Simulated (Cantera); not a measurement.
Feed: 1 mol Si, 4.3 mol HCl, 6.3 mol H2, 0.54 mol Cl2, at 1100 K and 2.70 bar.

Cantera equilibrium calculation (NASA polynomials, part measured and part estimated; ideal gas, pure solids and liquids). The tables' values for SiCl3 are old estimates; treat these amounts as uncertain. Kinetics and transport are ignored.

```
species    before     after
-------  --------  --------
H2          0.758     0.711
HCl         0.144     0.192
SiCl4      0.0912    0.0518
SiCl2     1.17e-5    0.0123
SiCl3    0.000277    0.0136
SiHCl3    0.00709    0.0180
SiH3Cl    1.64e-7   1.58e-5
SiH2Cl2   6.62e-5  0.000987
```
Gas species are given as mole fractions.

Question: What was changed between the two runs?
A. HCl from 4.3 to 1.5 mol
B. temperature from 1100 K to 1473.15 K
C. Cl2 from 0.54 to 1.5 mol
D. temperature from 1100 K to 1350 K

Answer: B, temperature from 1100 K to 1473.15 K
